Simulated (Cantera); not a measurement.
An isothermal, constant-pressure homogeneous reactor starts with 38.5 % C₂H₆, 61.5 % H₂, at 1350 K and 1.00 atm.

Detailed kinetics in Cantera: GRI-Mech 3.0 (53 species, 325 reactions). GRI-Mech 3.0 stops at C3 and has no aromatics, soot or wall deposition, so with more carbon than oxygen in the feed, carbon stays in small species such as C2H2 where larger ones or solid carbon would form.

One state of this run: x C₂H₆ = 0.000660; x H₂ = 0.471; x C₂H₂ = 0.0630; x CH₃ = 2.90e-5; x C₂H = 1.46e-10. x: mole fraction; the columns are a selection and need not sum to one.

Q: Which value of t (s) does it belong to?
(A) 0.000484
(B) 0.0113
(C) 30.0
(D) 0.0548

A: C, 30.0
